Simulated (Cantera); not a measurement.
Charge: 1 mol TiO2, 1.3 mol C, 10 mol H2, equilibrated at 0.480 Torr.

Method: chemical equilibrium by Gibbs-energy minimisation in Cantera with the NASA 1993 tables (ideal gas, pure condensed phases). Candidate condensed phases: C, C6H6, C7H8, C8H18, H2O, Ti, TiC, TiO, TiO2, Ti2O3, Ti3O5, Ti4O7; 113 gas species. Mutual solubility and eutectic melting of coexisting phases are not modelled. TiC, TiO: taken at fixed stoichiometry. Condensed phases not in the tables: solid solutions among these carbides, nitrides and lower oxides. Rates play no part.

x: gas mole fraction; n: condensed amount in mol.

```csv
T (K),x H2,x CO,x H,x Ti,x TiO,n TiC(s),n TiO(s)
1750,0.889,0.103,0.00867,2.93e-6,9.22e-6,0.150,0.850
1775,0.887,0.103,[?],[?],[?],0.150,0.850
1800,0.884,0.102,0.0133,1.24e-5,2.69e-5,0.150,0.850
1825,0.881,0.102,0.0163,2.48e-5,4.49e-5,0.150,0.849
1850,0.878,0.102,0.0200,4.86e-5,7.38e-5,0.150,0.849
1875,0.874,0.102,0.0242,9.34e-5,0.000120,0.150,0.848
1900,0.869,0.102,[?],[?],[?],0.149,0.847
1925,0.863,0.101,0.0351,0.000328,0.000302,0.148,0.845
1950,0.856,0.101,0.0419,0.000600,0.000471,0.147,0.841
1975,0.848,0.101,0.0498,0.00108,0.000725,0.144,0.835
2000,0.837,0.101,0.0588,0.00191,0.00110,0.139,0.826
```

**Question.** What belongs in the gaps?

**Answer.** 
- 1775, x H: 0.0108
- 1775, x Ti: 6.09e-6
- 1775, x TiO: 1.59e-5
- 1900, x H: 0.0292
- 1900, x Ti: 0.000177
- 1900, x TiO: 0.000191
